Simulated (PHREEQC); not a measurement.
A solution holds 2.5 mol LiBr, 0.11 mol Na2SO4 and 2.7 mol LiCl per kg of water, at 33 °C. Closed to the air; pH follows from the charge balance.

Equilibrium calculation in PHREEQC: Pitzer model, pitzer.dat.

Each row changes one thing in this solution. Precipitation was switched off in this run.

```tsv
case	HSO4- (mol/kgw)	SI of Thenardite (Na2SO4)	SI of Mirabilite (Na2SO4:10H2O)
as made	3.63e-7	-3.12	-3.99
diluted 10-fold with water	4.92e-8	-6.10	-5.60
diluted 2-fold with water	1.87e-7	-4.29	-4.23
LiBr from 2.5 to 0.25 mol/kgw	3.00e-7	-3.43	-3.47
LiCl from 2.7 to 0.27 mol/kgw	2.86e-7	-3.37	-3.39
LiCl left out	2.78e-7	-3.38	-3.33
diluted 5-fold with water	8.41e-8	-5.37	-4.97
Na2SO4 from 0.11 to 0.121 mol/kgw	3.81e-7	-3.00	-3.87
```
